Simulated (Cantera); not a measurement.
Charge: 1 mol CuO, 1.4 mol CH4, 2 mol H2, held at 1502 °C and 750 Torr.

Cantera equilibrium calculation (NASA polynomials, part measured and part estimated; ideal gas, pure solids and liquids). Candidate condensed phases: C, C6H6, C7H8, C8H18, Cu, CuO, Cu(OH)2, Cu2O, H2O; 113 gas species. Kinetics and transport are ignored.

Base state: H2 0.826, CO 0.172, CH4 0.000571, Cu 0.000404, H 0.000263, C2H2 (acetylene) 0.000118, H2O 4.60e-5 (mole fractions); condensed: C(graphite) + Cu(l).

What changes in the equilibrium state with this change: temperature from 1502 °C to 2202 °C?


| species | before | after |
|---|---|---|
| H2 | 0.826 | 0.685 |
| CO | 0.172 | 0.146 |
| Cu | 0.000404 | 0.142 |
| H | 0.000263 | 0.0186 |
| C2H | <1e-9 | 1.23e-5 |
| C4H2 | 6.60e-9 | 2.67e-5 |
| C(graphite), mol | 0.396 | 0.307 |
| Cu(l), mol | 0.998 | 0 |
